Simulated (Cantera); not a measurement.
Input: 1 mol Si, 3.2 mol HCl, 1 mol N₂, at 38.3 Torr.

Equilibrium computed with Cantera from the NASA thermochemical tables; the gas is ideal and each condensed phase is pure. Candidate condensed phases: NH₄Cl, Si, Si₃N₄; 28 gas species. N₂ is the only nitrogen source here; it is nearly inert below about 1500 K, so the nitride shown seldom forms there in practice. Kinetics and transport are ignored.

Over these rows the condensed part is Si₃N₄(s). Partial pressures as log10 of bar:

```tsv
T (K)	1000/T (1/K)	log p SiCl₂	log p HCl	log p H₂	log p N₂	log p SiCl₄
1123	0.8905	-5.51	-1.65	-1.89	-2.03	-2.19
1148	0.8711	-5.23	-1.65	-1.89	-2.03	-2.20
1173	0.8525	?	-1.65	-1.90	-2.03	-2.21
1198	0.8347	-4.70	-1.64	-1.90	-2.03	-2.21
1223	0.8177	-4.46	-1.64	-1.90	-2.04	-2.22
1248	0.8013	-4.22	-1.64	-1.91	-2.04	-2.23
```

Question: Fit log p(SiCl₂) = a + b·(1000/T) to the five rows, give the apparent enthalpy, and predict the row at 1173 K.

Answer: Means: 1000/T = 0.8431, log p = -4.824. Sxy = -0.079419, Sxx = 0.0054937, so b = -14.46 and a = -4.824 − (-14.46)×0.8431 = 7.37.
Apparent enthalpy: −19.145 × (-14.46) = 277 kJ/mol. With the condensed phases at unit activity, 1/6 Si₃N₄(s) + 1/2 SiCl₄(g) = SiCl₂(g) + 1/3 N₂(g) links this pressure to the main gases: over the six rows their terms move log p by -0.02 in all, so the slope is close to that reaction's ΔH°. The five rows lie within 0.01 of the line.
Prediction at 1173 K: 7.37 + (-14.46)×0.8525 = -4.96. The computed value is -4.96, 0.00 from the line.
